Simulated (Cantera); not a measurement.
Cantera run, input and output.

```python
import numpy as np
import cantera as ct

surf = ct.Interface("ptcombust.yaml", "Pt_surf")
gas = surf.adjacent["gas"]
gas.TPX = 875, 93000, {'CO': 0.017, 'O2': 0.03, 'N2': 0.79, 'H2O': 0.0057}
surf.TP = 875, 93000
reactor = ct.FlowReactor(gas, clone=False)
reactor.area = 0.0001  # m2
reactor.surface_area_to_volume_ratio = 180  # 1/m
reactor.mass_flow_rate = 0.27 * reactor.area * gas.density  # inlet velocity 0.27 m/s
reactor.energy_enabled = False
wall = ct.ReactorSurface(surf, reactor, clone=False)
net = ct.ReactorNet([reactor])
net.rtol, net.atol = 1e-8, 1e-16
show, cover = ['CO', 'O2', 'H2O', 'CO2'], ['PT(S)', 'H(S)', 'O(S)', 'OH(S)', 'CO(S)', 'C(S)']

rows = []
print(f"{'z/m':>9s}{'u/(m/s)':>9s}" + "".join(f"{s:>13s}" for s in show + cover))
for z in [0.00014, 0.00027, 0.00052, 0.001, 0.0019, 0.0037, 0.0072, 0.014]:
    net.advance(z)
    rows.append([reactor.speed, *gas[show].X, *surf[cover].coverages])
    print(f"{z:9.4g}{rows[-1][0]:9.3g}" + "".join(f"{x:13.4e}" for x in rows[-1][1:]))
```

Result:

```
      z/m  u/(m/s)           CO           O2          H2O          CO2        PT(S)         H(S)         O(S)        OH(S)        CO(S)         C(S)
  0.00014    0.269   1.5373e-02   3.3261e-02   6.7804e-03   4.8495e-03   3.1114e-01   2.2298e-06   7.3004e-03   2.7991e-04   6.8127e-01   4.5670e-10
  0.00027    0.269   9.7208e-03   3.0508e-02   6.7997e-03   1.0559e-02   3.8030e-01   2.4353e-06   1.1207e-02   3.8397e-04   6.0810e-01   3.2456e-10
  0.00052    0.267   5.4233e-04   2.6037e-02   6.8310e-03   1.9831e-02   1.4896e-01   6.8766e-08   8.4854e-01   2.0958e-03   4.0613e-04   1.1214e-15
    0.001    0.267   7.4103e-05   2.5809e-02   6.8326e-03   2.0304e-02   1.3206e-01   5.6832e-08   8.6590e-01   1.9937e-03   4.2799e-05   1.0267e-16
   0.0019    0.267   2.4981e-06   2.5774e-02   6.8329e-03   2.0376e-02   1.3008e-01   5.5496e-08   8.6793e-01   1.9810e-03   1.3968e-06   3.2928e-18
   0.0037    0.267   3.0076e-09   2.5773e-02   6.8329e-03   2.0379e-02   1.3002e-01   5.5451e-08   8.6800e-01   1.9806e-03   1.6799e-09   3.9577e-21
   0.0072    0.267   6.3256e-15   2.5773e-02   6.8329e-03   2.0379e-02   1.3002e-01   5.5451e-08   8.6800e-01   1.9806e-03   3.5331e-15   8.3244e-27
    0.014    0.267   5.5707e-17   2.5773e-02   6.8329e-03   2.0379e-02   1.3002e-01   5.5451e-08   8.6800e-01   1.9806e-03   3.1115e-17   7.3766e-29
```

Detailed kinetics in Cantera: Deutschmann's 1995 Pt surface mechanism with GRI-Mech 3.0 gas chemistry. Catalytic surfaces can have several steady states; this one follows from the mechanism file's or the stated starting coverage. Mass transfer to the wall is taken as infinitely fast.
